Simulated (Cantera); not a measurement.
## Catalytic combustion on Pt

An isothermal plug-flow reactor at 923 K and 101000 Pa (inlet), inlet velocity 4.8 m/s, active area per volume 1200 1/m; feed CO : O2 : N2 = 0.002 : 0.16 : 0.79 (molar parts), equivalence ratio 0.0063.

Model: Deutschmann's 1995 Pt surface mechanism with GRI-Mech 3.0 gas chemistry, integrated in Cantera. Catalytic surfaces can have several steady states; this one follows from the mechanism file's or the stated starting coverage. Mass transfer to the wall is taken as infinitely fast.

```
z (m)        x CO   x O2   x H2O     x CO2  θ free Pt   θ O*
-------  --------  -----  ------  --------  ---------  -----
0.0002    0.00171  0.168  <1e-12  0.000393      0.110  0.889
0.00039   0.00141  0.168  <1e-12  0.000690      0.109  0.891
0.00076  0.000984  0.168  <1e-12   0.00112      0.107  0.893
0.0015   0.000491  0.167  <1e-12   0.00161      0.105  0.895
0.0028   0.000150  0.167  <1e-12   0.00195      0.104  0.896
0.0055    1.34e-5  0.167  <1e-12   0.00209      0.103  0.897
0.011     9.90e-8  0.167  <1e-12   0.00210      0.103  0.897
0.02     3.23e-11  0.167  <1e-12   0.00210      0.103  0.897
```
x: gas mole fraction; θ: surface coverage.
